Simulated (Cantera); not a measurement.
A closed system holds: 1 mol TiO2, 0.68 mol CH4, 0.75 mol CO, at 1573 K and 1330 Pa.

Method: chemical equilibrium by Gibbs-energy minimisation in Cantera with the NASA 1993 tables (ideal gas, pure condensed phases). Candidate condensed phases: C, C6H6, C7H8, C8H18, H2O, Ti, TiC, TiO, TiO2, Ti2O3, Ti3O5, Ti4O7; 113 gas species. Mutual solubility and eutectic melting of coexisting phases are not modelled. TiC: taken at fixed stoichiometry. The numbers say what is thermodynamically allowed, not how fast it happens.

Base state: H2 0.500, CO 0.500, H 0.000249, H2O 5.56e-5, CO2 1.92e-5 (mole fractions); condensed: TiC(s) + Ti2O3(s).

### Question
What changes in the equilibrium state with this change: pressure from 1330 Pa to 1000000 Pa?

### Answer
```csv
species,before,after
H2,0.500,0.548
CO,0.500,0.443
CH4,3.81e-7,0.00551
C2H2 (acetylene),4.00e-8,1.13e-5
H2O,5.56e-5,0.00253
CO2,1.92e-5,0.000706
"TiC(s), mol",0.0721,0
"Ti2O3(s), mol",0.464,0
"C(graphite), mol",0,0.341
"Ti3O5(s), mol",0,0.333
```
